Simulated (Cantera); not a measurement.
**SF6 + H2O + N2 (abatement and gas-phase synthesis)**

Input: 1 mol SF6, 3.3 mol H2O, 5.5 mol N2, held at 2127 °C.

Equilibrium computed with Cantera from the NASA thermochemical tables; the gas is ideal and each condensed phase is pure. Candidate condensed phases: H2O, H2SO4, S; 62 gas species. The ideal-gas law is rough above about 30 bar. Kinetics and transport are ignored.

From 10.0 Pa to 3.00e7 Pa nothing is condensed.

```csv
P (Pa),x HF,x N2,x O,x SO2,x H,x O2,x SO,x F,x H2O,x S
10,0.361,0.353,0.113,0.0134,0.0570,0.0169,0.0315,0.0256,0.000464,0.0194
120,0.419,0.386,0.0434,0.0448,0.0248,0.0300,0.0228,0.00566,0.00488,0.00305
1400,0.440,0.403,0.0133,0.0642,0.00649,0.0329,0.00911,0.00195,0.0139,0.000341
17000,0.447,0.408,0.00385,0.0718,0.00116,0.0336,0.00289,0.000912,0.0191,3.08e-5
210000,0.450,0.410,0.00110,0.0741,0.000185,0.0340,0.000844,0.000467,0.0211,2.54e-6
2500000,0.451,0.410,0.000321,0.0747,2.93e-5,0.0343,0.000246,0.000248,0.0219,2.13e-7
30000000,0.450,0.411,9.27e-5,0.0746,4.58e-6,0.0343,7.08e-5,0.000132,0.0222,1.77e-8
```
x: gas mole fraction; nothing condenses.
